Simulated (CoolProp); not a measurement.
Saturation properties of oxygen (Tc = 154.6 K, pc = 5.046 MPa, ω = 0.022).

Computed with CoolProp (reference Helmholtz-energy equation of state, Schmidt 1985).

```json
[
 {"T (K)": "111.7", "p (MPa)": "0.6099", "enthalpy of vaporisation (kJ/kg)": "[?]", "vapour Z": "0.8844", "liquid viscosity (µPa s)": "117", "vapour viscosity (µPa s)": "[?]", "liquid conductivity (mW/(m K))": "119"},
 {"T (K)": "116", "p (MPa)": "0.8043", "enthalpy of vaporisation (kJ/kg)": "180.5", "vapour Z": "0.8597", "liquid viscosity (µPa s)": "106", "vapour viscosity (µPa s)": "9.06", "liquid conductivity (mW/(m K))": "113"},
 {"T (K)": "120.4", "p (MPa)": "1.046", "enthalpy of vaporisation (kJ/kg)": "[?]", "vapour Z": "0.8314", "liquid viscosity (µPa s)": "96.6", "vapour viscosity (µPa s)": "9.46", "liquid conductivity (mW/(m K))": "107"},
 {"T (K)": "124.7", "p (MPa)": "1.329", "enthalpy of vaporisation (kJ/kg)": "164.7", "vapour Z": "0.8005", "liquid viscosity (µPa s)": "87.7", "vapour viscosity (µPa s)": "9.88", "liquid conductivity (mW/(m K))": "100"},
 {"T (K)": "129.1", "p (MPa)": "1.672", "enthalpy of vaporisation (kJ/kg)": "155.2", "vapour Z": "0.7651", "liquid viscosity (µPa s)": "[?]", "vapour viscosity (µPa s)": "10.3", "liquid conductivity (mW/(m K))": "93.9"},
 {"T (K)": "133.4", "p (MPa)": "2.064", "enthalpy of vaporisation (kJ/kg)": "144.7", "vapour Z": "0.7264", "liquid viscosity (µPa s)": "71.5", "vapour viscosity (µPa s)": "10.9", "liquid conductivity (mW/(m K))": "87.7"},
 {"T (K)": "137.7", "p (MPa)": "2.518", "enthalpy of vaporisation (kJ/kg)": "132.5", "vapour Z": "0.6825", "liquid viscosity (µPa s)": "64.1", "vapour viscosity (µPa s)": "11.4", "liquid conductivity (mW/(m K))": "[?]"},
 {"T (K)": "142.1", "p (MPa)": "[?]", "enthalpy of vaporisation (kJ/kg)": "117.7", "vapour Z": "0.6305", "liquid viscosity (µPa s)": "56.7", "vapour viscosity (µPa s)": "12.2", "liquid conductivity (mW/(m K))": "75.2"},
 {"T (K)": "146.4", "p (MPa)": "3.652", "enthalpy of vaporisation (kJ/kg)": "99.61", "vapour Z": "0.5693", "liquid viscosity (µPa s)": "49.5", "vapour viscosity (µPa s)": "13.3", "liquid conductivity (mW/(m K))": "69.1"}
]
```

**Question.** What belongs in the gaps?

**Answer.** 
- 111.7, enthalpy of vaporisation (kJ/kg): 187.2
- 111.7, vapour viscosity (µPa s): 8.69
- 120.4, enthalpy of vaporisation (kJ/kg): 172.9
- 129.1, liquid viscosity (µPa s): 79.2
- 137.7, liquid conductivity (mW/(m K)): 81.5
- 142.1, p (MPa): 3.052

It boils at 90.2 K under 1 atm.

Viscosity comes from a separate model (Lemmon 2004). Thermal conductivity comes from a separate model (Lemmon 2004).
